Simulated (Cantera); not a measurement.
## Chlorosilane synthesis and conversion: Si + HCl + H₂

Feed: 1 mol Si, 0.88 mol HCl, 2 mol H₂, held at 1100 K and 8.40 bar.

Cantera equilibrium calculation (NASA polynomials, part measured and part estimated; ideal gas, pure solids and liquids). Candidate condensed phases: Si; 19 gas species. The tables' values for SiCl₃ are old estimates; treat these amounts as uncertain. The numbers say what is thermodynamically allowed, not how fast it happens.

The x(H₂) is 0.892. The x(SiHCl₃) comes out as 0.0469. The x(SiCl₄) comes out as 0.0415 and the x(HCl) is 0.0116. The x(SiH₂Cl₂) is 0.00637 and the x(SiCl₃) is 0.000958. The x(SiCl₂) comes out as 0.000308, the x(SiH₃Cl) is 0.000229 and the x(SiH₄) comes out as 3.53e-6. The n(Si(s)) comes out as 0.747 mol and the gas amount is 2.629 mol.
